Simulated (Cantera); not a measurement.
A perfectly stirred reactor is fed with NO : N₂ : H₂O = 1 : 0.12 : 0.06 (molar parts), at 0.987 atm; it is held at 1800 K, and followed from long to short residence time.

Model: GRI-Mech 3.0 (53 species, 325 reactions), integrated in Cantera.

Question: Predict: x(NO) at τ = 1.70 s; x(O) at τ = 1.70 s; x(O₂) at τ = 1.70 s; x(N₂O) at τ = 1.70 s; x(N₂) at τ = 1.70 s; x(NO) at τ = 63.0 ms; x(O) at τ = 63.0 ms; x(O₂) at τ = 63.0 ms; x(N₂O) at τ = 63.0 ms; x(N₂) at τ = 63.0 ms.

Answer: 
```
Property                  Value
---------------------  --------
x(NO) at τ = 1.70 s       0.559
x(O) at τ = 1.70 s      4.74e-5
x(O₂) at τ = 1.70 s       0.143
x(N₂O) at τ = 1.70 s    9.81e-5
x(N₂) at τ = 1.70 s       0.246
x(NO) at τ = 63.0 ms      0.826
x(O) at τ = 63.0 ms     1.54e-5
x(O₂) at τ = 63.0 ms    0.00999
x(N₂O) at τ = 63.0 ms  0.000216
x(N₂) at τ = 63.0 ms      0.112
```
